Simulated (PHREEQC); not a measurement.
A solution holds 28 mmol/kgw Cu(NO3)2 and 0.28 mmol/kgw HNO3, at 25 °C and 50 atm. Closed to the air; pH follows from the charge balance.

The numbers come from PHREEQC with the ion-association model, phreeqc.dat.

The pH is 3.63 and the ionic strength is 0.0843 mol/kgw. The specific conductance is 5670 µS/cm. The density comes out as 1.004 g/cm³ and the total alkalinity comes out as -0.280 meq/kg.

| species | molality | activity | log γ |
|---|---|---|---|
| NO3- | 0.0563 | 0.0432 | -0.115 |
| Cu+2 | 0.0280 | 0.0118 | -0.376 |
| H+ | 0.000281 | 0.000234 | -0.079 |
| CuOH+ | 6.33e-7 | 4.95e-7 | -0.107 |
| Cu2(OH)2+2 | 2.73e-7 | 1.07e-7 | -0.406 |
| Cu(OH)2 | 4.49e-9 | 4.57e-9 | 0.008 |

This is a speciation only: nothing precipitates in the calculation. Species that the database lacks are ignored. Under pressure, the constants of complexes without a molar volume in the database are unreliable.
